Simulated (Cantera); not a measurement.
B₂O₃ + H₂ (boron, boron nitride and boron oxide)

Input: 1 mol B₂O₃, 3 mol H₂, at 0.00133 bar.

Method: chemical equilibrium by Gibbs-energy minimisation in Cantera with the NASA 1993 tables (ideal gas, pure condensed phases). Candidate condensed phases: B, B₂O₃, B₃O₃H₃, H₂O; 23 gas species. Equilibrium is a limit: real reactors are often held back by kinetics, nucleation or transport.

```
T (°C)   x H₂  x B₂O₃      x H     x BO  x HBO₂   x HBO    x H₂O   x B₂O₂
------  -----  ------  -------  -------  ------  ------  -------  -------
1375    0.690   0.179  0.00203  0.00265  0.0689  0.0423  0.00142   0.0134
1425    0.685   0.175  0.00328  0.00429  0.0724  0.0447  0.00179   0.0135
1475    0.679   0.170  0.00516  0.00671  0.0760  0.0468  0.00225   0.0135
1525    0.672   0.165  0.00791   0.0102  0.0796  0.0485  0.00281   0.0133
1575    0.664   0.160   0.0118   0.0149  0.0833  0.0496  0.00350   0.0129
1625    0.654   0.154   0.0173   0.0213  0.0870  0.0501  0.00434   0.0123
1675    0.641   0.147   0.0248   0.0294  0.0908  0.0498  0.00540   0.0114
1725    0.626   0.139   0.0348   0.0393  0.0945  0.0487  0.00671   0.0103
1775    0.608   0.130   0.0478   0.0510  0.0982  0.0467  0.00834  0.00913
1825    0.586   0.120   0.0645   0.0643   0.101  0.0440   0.0104  0.00784
1875    0.559   0.110   0.0854   0.0788   0.104  0.0407   0.0128  0.00656
1925    0.529  0.0984    0.111   0.0941   0.105  0.0369   0.0157  0.00534
1975    0.494  0.0869    0.141    0.110   0.105  0.0328   0.0190  0.00426
2025    0.455  0.0752    0.177    0.125   0.104  0.0286   0.0225  0.00332
```
x: gas mole fraction; nothing condenses.

From 1375 °C to 2025 °C nothing is condensed. The main B-bearing gas is B₂O₃ throughout.
